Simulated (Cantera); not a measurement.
Low-pressure radical oxidation in H2/O2

An isothermal, constant-pressure homogeneous reactor starts with 0.159 % H2, 29.4 % O2, 70.5 % N2, at 1275 K and 10.00 Torr.

Detailed kinetics in Cantera: the H2/O2 subset of GRI-Mech 3.0, which has no nitrogen chemistry. Radical loss at walls, strong at low pressure, is not modelled.

| t (s) | x H2 | x O2 | x HO2 | x H | x OH |
|---|---|---|---|---|---|
| 1.00e-6 | 0.00159 | 0.294 | 1.62e-12 | 1.62e-12 | <1e-12 |
| 5.24e-6 | 0.00159 | 0.294 | 8.52e-12 | 8.30e-12 | <1e-12 |
| 2.75e-5 | 0.00159 | 0.294 | 4.47e-11 | 3.92e-11 | 5.44e-12 |
| 0.000144 | 0.00159 | 0.294 | 2.34e-10 | 1.29e-10 | 1.07e-10 |
| 0.000756 | 0.00159 | 0.294 | 1.23e-9 | 2.35e-10 | 1.11e-9 |
| 0.00397 | 0.00159 | 0.294 | 6.44e-9 | 1.07e-9 | 1.24e-8 |
| 0.0208 | 0.00157 | 0.294 | 5.74e-8 | 7.95e-7 | 1.05e-5 |
| 0.109 | 3.50e-6 | 0.292 | 1.18e-7 | 3.07e-5 | 0.000155 |
| 0.572 | 2.63e-6 | 0.292 | 1.02e-7 | 1.98e-5 | 0.000135 |
| 3.00 | 9.01e-7 | 0.293 | 5.63e-8 | 3.88e-6 | 7.90e-5 |
x: mole fraction; the columns are a selection and need not sum to one.

Equilibrium at this temperature and pressure: H2 1.41e-9, O2 0.293, HO2 1.62e-9, H 2.41e-10, OH 3.16e-6 (gas phase only).
